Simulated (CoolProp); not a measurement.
Vapour-liquid equilibrium of benzene (1) + octamethylcyclotetrasiloxane (D4) (2) at 380.9 K; x and y are mole fractions of (1).

Values from CoolProp's multi-fluid Helmholtz-energy mixture model, Thol 2012 and Thol 2015; pair parameters Bell 2016.

Give the bubble pressure and the first vapour's composition at x = 0.05, 0.45, 0.55. Is there an azeotrope?

x = 0.05: 0.2012 bar, y = 0.432; x = 0.45: 1.013 bar, y = 0.932; x = 0.55: 1.217 bar, y = 0.953. No azeotrope shows between x = 0.05 and 0.95.

The pair parameters rest on a limited set of measurements; away from them the model extrapolates.
